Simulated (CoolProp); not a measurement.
n-perfluorohexane along the isotherm 176.85 °C: Z from the reference equation and from simpler models built on Tc = 174.9 °C, pc = 17.42 bar, ω = 0.497; each cubic takes its own stable root.

Values from CoolProp's reference Helmholtz-energy equation of state, Gao 2022.

```
p (bar)          phase  reference
-------  -------------  ---------
1.74               gas     0.9647
3.48               gas     0.9274
5.22               gas     0.8878
6.97               gas     0.8451
8.71               gas     0.7991
10.4               gas     0.7500
12.2               gas     0.6912
13.9               gas     0.6263
15.7               gas     0.5397
17.4               gas     0.4105
19.2     supercritical     0.2022
20.9     supercritical     0.2022
22.6     supercritical     0.2094
24.4     supercritical     0.2192
26.1     supercritical     0.2294
```

Q: How far does each simpler model (van der Waals, Redlich-Kwong, Soave-Redlich-Kwong, Peng-Robinson) lie from the reference over these 15 states: mean and median of the absolute difference, and the worst?

A: 
- van der Waals: mean 21.5 %, median 8.7 %, worst +53.6 % at 176.85 °C and 20.9 bar
- Redlich-Kwong: mean 11.4 %, median 3.5 %, worst +31.4 % at 176.85 °C and 19.2 bar
- Soave-Redlich-Kwong: mean 12.3 %, median 4.0 %, worst +34.5 % at 176.85 °C and 19.2 bar
- Peng-Robinson: mean 7.0 %, median 1.0 %, worst +22.8 % at 176.85 °C and 19.2 bar
